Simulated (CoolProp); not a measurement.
The fluid at 455.5 K and 0.457 MPa is throttled through a valve to 0.251 MPa with no heat exchange. The same conditions are run with several fluids, on thermodynamics alone (safety and materials aside).

The numbers come from the reference Helmholtz-energy equation of state of each fluid (sulfur dioxide: Gao 2016; propane: Lemmon 2009; ethane: Bücker 2006; n-hexane: Thol 2019; benzene: Thol 2012) in CoolProp.

| fluid | temperature change (K) | final density (kg/m³) |
|---|---|---|
| sulfur dioxide | -2.2 | 4.31 |
| propane | -1.0 | 2.96 |
| ethane | -0.7 | 2.01 |
| n-hexane | -2.5 | 6.01 |
| benzene | -3.1 | 5.41 |
